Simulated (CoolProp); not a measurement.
n-perfluorobutane along the isobar 10 MPa: Z from the reference equation and from simpler models built on Tc = 113.2 °C, pc = 2.322 MPa, ω = 0.372; each cubic takes its own stable root.

Model: reference Helmholtz-energy equation of state, Gao 2022, in CoolProp.

| T (°C) | phase | reference | van der Waals | Soave-Redlich-Kwong | Peng-Robinson |
|---|---|---|---|---|---|
| -4.15 | liquid | 0.6451 | (withheld) | 0.6698 | (withheld) |
| 3.25 | liquid | (withheld) | 0.9577 | 0.6602 | 0.5872 |
| 10.55 | liquid | (withheld) | 0.9411 | (withheld) | 0.5796 |
| 17.85 | liquid | 0.6221 | 0.9257 | 0.6441 | (withheld) |
| 25.25 | liquid | 0.6157 | 0.9110 | 0.6373 | 0.5669 |
| 32.55 | liquid | (withheld) | 0.8975 | 0.6316 | 0.5618 |
| 39.85 | liquid | 0.6051 | 0.8849 | 0.6267 | 0.5576 |
| 47.25 | liquid | 0.6007 | 0.8729 | 0.6226 | 0.5541 |

Problem. What belongs in the gaps?

Solution. 
- -4.15, van der Waals: 0.9756
- -4.15, Peng-Robinson: 0.5958
- 3.25, reference: 0.6366
- 10.55, reference: 0.6290
- 10.55, Soave-Redlich-Kwong: 0.6516
- 17.85, Peng-Robinson: 0.5728
- 32.55, reference: 0.6101
